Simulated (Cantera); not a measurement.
A perfectly stirred reactor is fed with CH₄ : H₂ : CO₂ = 0.012 : 1 : 0.013 (molar parts), at 0.132 atm; it is held at 1900 K, and followed from long to short residence time.

Detailed kinetics in Cantera: GRI-Mech 3.0 (53 species, 325 reactions).

**Question.** What does this change do: temperature 1900 to 2523 K?

**Answer.** 
```
quantity                   before     after
-----------------------  --------  --------
x(CH₄) at τ = 25.0 s     0.000530   1.05e-6
x(H₂) at τ = 25.0 s         0.971     0.903
x(CO₂) at τ = 25.0 s      2.26e-5   3.68e-6
x(C₂H) at τ = 25.0 s      3.86e-8   2.74e-9
x(CH₂CO) at τ = 25.0 s    1.91e-8  7.05e-11
x(CH₄) at τ = 0.110 s     0.00512   6.50e-5
x(H₂) at τ = 0.110 s        0.965     0.910
x(CO₂) at τ = 0.110 s    0.000412   1.07e-5
x(C₂H) at τ = 0.110 s     8.11e-8   2.69e-6
x(CH₂CO) at τ = 0.110 s   1.18e-7   2.01e-8
```
